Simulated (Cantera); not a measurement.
An adiabatic, constant-volume homogeneous reactor starts with C₃H₈ : O₂ : N₂ = 1 : 6.85 : 25.8 (molar parts), equivalence ratio 0.73, at 1323 K and 1.00 bar. Integrator tolerance rtol = 1e-08.

Computed with Cantera and GRI-Mech 3.0 (53 species, 325 reactions). GRI-Mech 3.0 was tuned for natural gas; its chemistry of propane as a main component is partial and can be far from experiment.

Task: What does this change do: initial temperature 1323 to 975 K?

Result: 
```json
[
 {"quantity": "time of steepest temperature rise", "before": "0.614 ms", "after": "0.989 s"},
 {"quantity": "temperature at 6.00 s", "before": "2750 K", "after": "2621 K"},
 {"quantity": "equilibrium temperature", "before": "2750 K", "after": "2621 K"},
 {"quantity": "x(C₃H₈) at 6.00 s", "before": "<1e-12 (gas-phase equilibrium <1e-12)", "after": "<1e-12 (gas-phase equilibrium <1e-12)"},
 {"quantity": "x(O₂) at 6.00 s", "before": "0.0512 (gas-phase equilibrium 0.0512)", "after": "0.0498 (gas-phase equilibrium 0.0498)"},
 {"quantity": "x(CO₂) at 6.00 s", "before": "0.0618 (gas-phase equilibrium 0.0618)", "after": "0.0722 (gas-phase equilibrium 0.0722)"},
 {"quantity": "x(CO) at 6.00 s", "before": "0.0227 (gas-phase equilibrium 0.0227)", "after": "0.0132 (gas-phase equilibrium 0.0132)"},
 {"quantity": "x(NO) at 6.00 s", "before": "0.0162 (gas-phase equilibrium 0.0162)", "after": "0.0132 (gas-phase equilibrium 0.0132)"}
]
```
Below about 1000 K GRI-Mech 3.0 lacks low-temperature oxidation paths.

Task: What does this change do: O2 6.85 to 2.2 parts?

Result: 
| quantity | before | after |
|---|---|---|
| time of steepest temperature rise | 0.614 ms | 1.49 ms |
| temperature at 6.00 s | 2750 K | 1999 K |
| equilibrium temperature | 2750 K | 1999 K |
| x(C₃H₈) at 6.00 s | <1e-12 (gas-phase equilibrium <1e-12) | <1e-12 (gas-phase equilibrium <1e-12) |
| x(O₂) at 6.00 s | 0.0512 (gas-phase equilibrium 0.0512) | 8.02e-9 (gas-phase equilibrium 8.02e-9) |
| x(CO₂) at 6.00 s | 0.0618 (gas-phase equilibrium 0.0618) | 0.00747 (gas-phase equilibrium 0.00747) |
| x(CO) at 6.00 s | 0.0227 (gas-phase equilibrium 0.0227) | 0.0840 (gas-phase equilibrium 0.0840) |
| x(NO) at 6.00 s | 0.0162 (gas-phase equilibrium 0.0162) | 1.51e-6 (gas-phase equilibrium 1.50e-6) |

Task: What does this change do: initial temperature 1323 to 1000 K?

Result: 
```tsv
quantity	before	after
time of steepest temperature rise	0.614 ms	0.549 s
temperature at 6.00 s	2750 K	2631 K
equilibrium temperature	2750 K	2631 K
x(C₃H₈) at 6.00 s	<1e-12 (gas-phase equilibrium <1e-12)	<1e-12 (gas-phase equilibrium <1e-12)
x(O₂) at 6.00 s	0.0512 (gas-phase equilibrium 0.0512)	0.0499 (gas-phase equilibrium 0.0499)
x(CO₂) at 6.00 s	0.0618 (gas-phase equilibrium 0.0618)	0.0715 (gas-phase equilibrium 0.0715)
x(CO) at 6.00 s	0.0227 (gas-phase equilibrium 0.0227)	0.0138 (gas-phase equilibrium 0.0138)
x(NO) at 6.00 s	0.0162 (gas-phase equilibrium 0.0162)	0.0134 (gas-phase equilibrium 0.0134)
```
